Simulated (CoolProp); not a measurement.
Ethylene at several states: fugacity coefficient from the reference equation and from simpler models built on Tc = 282.4 K, pc = 50.42 bar, ω = 0.087; each cubic takes its own stable root.

Values from CoolProp's reference Helmholtz-energy equation of state, Smukala 2000.

```csv
T (K),p (bar),phase,reference,Redlich-Kwong,Soave-Redlich-Kwong,Peng-Robinson
438.4,33,gas,[?],[?],0.9552,[?]
370,0.17,gas,0.9995,0.9995,0.9995,0.9994
310.9,9.53,gas,0.9532,0.9519,0.9528,0.9466
```

### Question
Complete the blanks.

### Answer

- 438.4, reference: 0.9514
- 438.4, Redlich-Kwong: 0.9458
- 438.4, Peng-Robinson: 0.9413
